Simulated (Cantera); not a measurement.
A closed system holds: 1 mol CsCl, 1.3 mol H₂O, 0.58 mol H₂, at 75.0 Torr.

Method: chemical equilibrium by Gibbs-energy minimisation in Cantera with the NASA 1993 tables (ideal gas, pure condensed phases). Candidate condensed phases: Cs, CsCl, CsOH, H₂O; 22 gas species. Kinetics and transport are ignored.

Task: At 1400 K, list the 5 most abundant gas species with their mole fractions, and the condensed phases.

Result: H₂O 0.458, CsCl 0.315, H₂ 0.205, Cs₂Cl₂ 0.0183, HCl 0.00178. Condensed: gas only.
